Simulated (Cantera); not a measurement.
Input: 1 mol TEOS, a varied amount of NO, held at 1325 °C and 0.320 bar.

These are equilibrium values from Cantera (NASA tables, ideal gas, pure condensed phases), not measurements of a reactor. Candidate condensed phases: C, C6H6, C7H8, C8H18, H2O, Si, SiC, SiO2, Si2N2O, Si3N4; 151 gas species. The feed counts by its element totals alone. Mutual solubility and eutectic melting of coexisting phases are not modelled. The tables hold silica as quartz up to 1696 K and as liquid above; real silica turns to tridymite and cristobalite and melts near 1996 K. Gases not in the tables: Si(OH)4. Equilibrium is a limit: real reactors are often held back by kinetics, nucleation or transport.

Question: Which condensed phases are stable at each of these points (n(NO) (mol)): 2.9, 3.7, 4.8, 6.1, 7.7, 9.8, 12, 16, 20, 26?

Answer: 
```json
[
 {"n(NO) (mol)": "2.9", "condensed phases": "C(graphite) + Si2N2O(s)", "Si condensed (%)": "99.6"},
 {"n(NO) (mol)": "3.7", "condensed phases": "C(graphite) + Si2N2O(s)", "Si condensed (%)": "99.7"},
 {"n(NO) (mol)": "4.8", "condensed phases": "SiO2(β-quartz) + Si2N2O(s)", "Si condensed (%)": "99.5"},
 {"n(NO) (mol)": "6.1", "condensed phases": "SiO2(β-quartz)", "Si condensed (%)": "100.0"},
 {"n(NO) (mol)": "7.7", "condensed phases": "SiO2(β-quartz)", "Si condensed (%)": "100.0"},
 {"n(NO) (mol)": "9.8", "condensed phases": "SiO2(β-quartz)", "Si condensed (%)": "100.0"},
 {"n(NO) (mol)": "12", "condensed phases": "SiO2(β-quartz)", "Si condensed (%)": "100.0"},
 {"n(NO) (mol)": "16", "condensed phases": "SiO2(β-quartz)", "Si condensed (%)": "100.0"},
 {"n(NO) (mol)": "20", "condensed phases": "SiO2(β-quartz)", "Si condensed (%)": "100.0"},
 {"n(NO) (mol)": "26", "condensed phases": "SiO2(β-quartz)", "Si condensed (%)": "100.0"}
]
```

From 2.9 mol NO to 3.7 mol NO the condensed part is C(graphite) + Si2N2O(s). At 4.8 mol NO the condensed part is SiO2(β-quartz) + Si2N2O(s). From 6.1 mol NO to 26 mol NO the condensed part is SiO2(β-quartz).
